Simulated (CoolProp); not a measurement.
Vapour-liquid equilibrium of neopentane (1) + n-pentane (2) at 3.4 bar; x and y are mole fractions of (1).

Computed with CoolProp (multi-fluid Helmholtz-energy mixture model, Lemmon 2006 and Thol 2019; pair parameters Bell 2016).

Problem. Give the bubble temperature and the first vapour's composition at x = 0.25, 0.55, 0.65. Is there an azeotrope?

Solution. x = 0.25: 341.0 K, y = 0.392; x = 0.55: 332.1 K, y = 0.707; x = 0.65: 329.5 K, y = 0.786. No azeotrope shows between x = 0.05 and 0.95.

The pair parameters rest on a limited set of measurements; away from them the model extrapolates.
